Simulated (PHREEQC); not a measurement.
NaOH is added in steps, without added water, to 1 kg of water holding 0.0017 mol/kgw AgF, at 20 °C. Oxygen is held at 0.21 atm. CO2 from the air is kept out. No solid was allowed to form.

Base run: PHREEQC, ion-association model, wateq4f.dat. Each further column changes one thing. The table gives pH.

```
NaOH added (mol)   base  AgF from 0.0017 to 0.00187 mol/kgw  diluted 10-fold with water  solids may form
----------------  -----  ----------------------------------  --------------------------  ---------------
0                  7.29                                7.30                        7.12             7.29
0.0006094         10.84                               10.83                       10.93                ?
0.001341          11.17                               11.16                       11.27                ?
0.00195           11.33                               11.32                       11.42                ?
0.002559          11.45                               11.44                       11.54                ?
0.003291          11.55                               11.54                       11.65                ?
0.0039            11.63                               11.62                       11.72                ?
```

Task: Some entries are withheld; supply them.

Result: 
- 0.0006094, solids may form: 9.33
- 0.001341, solids may form: 9.77
- 0.00195, solids may form: 10.63
- 0.002559, solids may form: 11.09
- 0.003291, solids may form: 11.35
- 0.0039, solids may form: 11.48

In at least one series the solution becomes supersaturated in solids that the run did not let form, among them Ag2O.  Solids allowed in the column 'solids may form': Ag2O.
